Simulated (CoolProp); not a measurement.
Saturated liquid density (kg/m³) of carbon dioxide: the reference equation beside estimates from Tc = 304.1 K, pc = 7.377 MPa, ω = 0.224.

Model: reference Helmholtz-energy equation of state, Span 1996, in CoolProp.

```tsv
T (K)	reference	van der Waals	Peng-Robinson
238	1097	675.4	1134
242.7	1078	663.3	1110
247.4	1057	650.8	1084
252.1	1036	637.7	1057
256.8	1015	623.9	1028
261.5	991.4	(withheld)	(withheld)
266.2	966.8	(withheld)	964.7
270.9	940.7	577.8	(withheld)
275.6	912.4	560.2	890.8
280.3	881.5	541.2	848.7
285	847.0	(withheld)	(withheld)
289.7	(withheld)	496.3	748.8
294.4	759.6	468.3	(withheld)
```

**Question.** What belongs in the gaps?

**Answer.** 
- 261.5, van der Waals: 609.4
- 261.5, Peng-Robinson: 997.6
- 266.2, van der Waals: 594.1
- 270.9, Peng-Robinson: 929.3
- 285, van der Waals: 520.1
- 285, Peng-Robinson: 801.9
- 289.7, reference: 807.4
- 294.4, Peng-Robinson: 686.3

Absolute difference from the reference over all 13 rows, mean and median: van der Waals 38.5 and 38.5 %, Peng-Robinson 3.3 and 2.6 %.
